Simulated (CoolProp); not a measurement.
Dimethyl carbonate along the isotherm 565.4 K: density (kg/m³) from the reference equation and from simpler models built on Tc = 557.0 K, pc = 4909 kPa, ω = 0.346; each cubic takes its own stable root.

Computed with CoolProp (reference Helmholtz-energy equation of state, Zhou 2011).

```
p (kPa)          phase  reference  van der Waals  Redlich-Kwong  Soave-Redlich-Kwong  Peng-Robinson
-------  -------------  ---------  -------------  -------------  -------------------  -------------
155                gas      3.001          2.997          3.001                3.001          3.004
242                gas      4.714          4.704          4.714                4.713          4.722
376                gas      7.393          7.369          7.392                7.391          7.412
586                gas      11.70          11.64          11.70                11.69          11.75
912                gas      18.66          18.51          18.65                18.64          18.78
1420               gas      30.27          29.88          30.26                30.22          30.58
2210               gas      50.72          49.62          50.64                50.52          51.50
3440               gas      92.03          88.32          91.44                90.91          93.95
5360     supercritical      279.8          304.0          304.1                260.8          277.8
8350     supercritical      589.2          415.8          497.0                489.6          541.1
13000    supercritical      657.4          465.7          573.7                569.2          631.9
20200    supercritical      710.7          506.6          638.1                635.0          706.1
31500    supercritical      761.0          544.2          699.2                697.0          775.1
49100    supercritical      811.7          579.6          758.4                756.8          841.1
```
